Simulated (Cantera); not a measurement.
A freely propagating, adiabatic, planar premixed flame of 7.48 % CH4, 19.4 % O2, 73.1 % N2, unburnt at 525 K and 0.570 bar; mixture-averaged transport, grid criteria slope 0.08 and curve 0.16, no radiation.

Computed with Cantera and GRI-Mech 3.0 (53 species, 325 reactions). Burning velocities carry a grid error of a few per cent, more on coarse grids.

Question: Predict: laminar burning velocity; thermal thickness; peak x(C2H4); peak x(H2O2); peak x(C2H).

Answer: laminar burning velocity: 91.6 cm/s
thermal thickness: 0.638 mm
peak x(C2H4): 0.000226
peak x(H2O2): 1.10e-5
peak x(C2H): 2.88e-8
